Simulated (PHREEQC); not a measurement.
Model water analysis in mmol/kgw, 25 °C, pH 6.8, pe 8.9: Na 0.165; K 0.044; Ca 0.103; Mg 7.5e-05; Cl 0.195; S(6) 0.0254; Alkalinity (meq/kgw) 0.179; B 0.00113; Ba 0.00032; N(5) 0.000198.

Na is adjusted to close the charge balance.
Valence states are taken as typed.

All values are PHREEQC results (ion-association model, phreeqc.dat), not measurements.

```yaml
ionic_strength: 0.000552 mol/kgw
```

```csv
species,molality,activity,log γ
Cl-,0.000195,0.000190,-0.012
HCO3-,0.000179,0.000174,-0.012
Na+,0.000174,0.000170,-0.012
Ca+2,0.000102,9.21e-5,-0.046
CO2,6.20e-5,6.20e-5,0.000
K+,4.40e-5,4.28e-5,-0.012
SO4-2,2.50e-5,2.25e-5,-0.046
```

This is a speciation only: nothing precipitates in the calculation.
